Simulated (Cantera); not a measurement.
A closed system holds: 1 mol PbO, 0.022 mol O2, a varied amount of H2, equilibrated at 1648 K and 2000 Pa.

Cantera equilibrium calculation (NASA polynomials, part measured and part estimated; ideal gas, pure solids and liquids). Candidate condensed phases: H2O, Pb, PbO, PbO2, Pb3O4; 12 gas species. Equilibrium is a limit: real reactors are often held back by kinetics, nucleation or transport.

x: gas mole fraction; nothing condenses.

```tsv
n(H2) (mol)	x H2	x H2O	x Pb	x H	x PbO	x OH	x Pb2
5.5	0.685	0.161	0.154	0.000521	3.36e-5	5.49e-6	5.17e-6
11	0.829	0.0870	0.0833	0.000573	8.14e-6	2.70e-6	1.52e-6
17	0.886	0.0580	0.0555	0.000593	3.39e-6	1.74e-6	6.75e-7
23	0.914	___	___	0.000602	___	___	___
29	0.931	0.0348	0.0333	0.000608	1.16e-6	1.02e-6	2.43e-7
35	0.943	___	___	0.000611	___	___	___
41	0.951	0.0248	0.0238	0.000614	5.80e-7	7.21e-7	1.24e-7
47	0.957	0.0217	0.0208	0.000616	4.41e-7	6.29e-7	9.49e-8
```

Task: What belongs in the gaps?

Result: 
- 23, x H2O: 0.0435
- 23, x Pb: 0.0417
- 23, x PbO: 1.85e-6
- 23, x OH: 1.29e-6
- 23, x Pb2: 3.80e-7
- 35, x H2O: 0.0290
- 35, x Pb: 0.0278
- 35, x PbO: 7.96e-7
- 35, x OH: 8.45e-7
- 35, x Pb2: 1.69e-7
